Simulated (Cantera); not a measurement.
Feed: 1 mol Pb, 6.3 mol H₂, at 825 °C and 698 Torr.

These are equilibrium values from Cantera (NASA tables, ideal gas, pure condensed phases), not measurements of a reactor. Candidate condensed phases: Pb; 4 gas species. The numbers say what is thermodynamically allowed, not how fast it happens.

Base state: H₂ 1.000, Pb 0.000126 (mole fractions); condensed: Pb(l).

What changes in the equilibrium state with this change: temperature from 825 °C to 1400 °C?


```
species       before     after
----------  --------  --------
H₂             1.000     0.882
Pb          0.000126     0.117
Pb₂          1.50e-9  0.000131
H            2.57e-8  0.000111
Pb(l), mol     0.999     0.160
```
